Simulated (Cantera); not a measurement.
Input: 1 mol FeS2, a varied amount of SO2, 0.1 mol CO2, held at 1500 K and 100000 Pa.

Equilibrium computed with Cantera from the NASA thermochemical tables; the gas is ideal and each condensed phase is pure. Candidate condensed phases: C, Fe, Fe(CO)5, FeO, FeS, FeSO4, FeS2, Fe2O3, Fe2(SO4)3, Fe3O4, S; 25 gas species. FeS: taken at fixed stoichiometry. Rates play no part.

**Question.** At 0.24 mol SO2, list the 7 most abundant gas species with their mole fractions, and the condensed phases.

**Answer.** S2 0.574, SO2 0.285, CO2 0.0980, CO 0.0191, S2O 0.0176, SO 0.00399, COS 0.00175. Condensed: FeS(l).
